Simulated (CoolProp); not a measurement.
Vapour-liquid equilibrium of R134a (1) + n-butane (2) at 48.45 °C; x and y are mole fractions of (1).

Values from CoolProp's multi-fluid Helmholtz-energy mixture model, Tillner-Roth 1994 and Bücker 2006; pair parameters Bell 2016.

| x | bubble pressure (kPa) | y at the bubble point | dew pressure at overall composition x (kPa) | liquid density (mol/L) |
|---|---|---|---|---|
| 0.05 | 660.4 | 0.279 | 501.6 | 9.371 |
| 0.2 | 999.1 | 0.543 | 596.2 | 9.391 |
| 0.35 | 1157 | 0.628 | 729.9 | 9.435 |
| 0.5 | 1244 | 0.681 | 927.6 | 9.540 |
| 0.65 | 1301 | 0.734 | 1196 | 9.750 |
| 0.8 | 1331 | 0.808 | 1330 | 10.11 |
| 0.95 | 1302 | 0.934 | 1295 | 10.65 |

y crosses x between x = 0.8 and 0.95: the model has an azeotrope there.

Pair parameters are fitted to limited data, so mixtures are less certain than the pure fluids. With so large a gap from Raoult's law the liquid may split in two, which this calculation doesn't test in full.
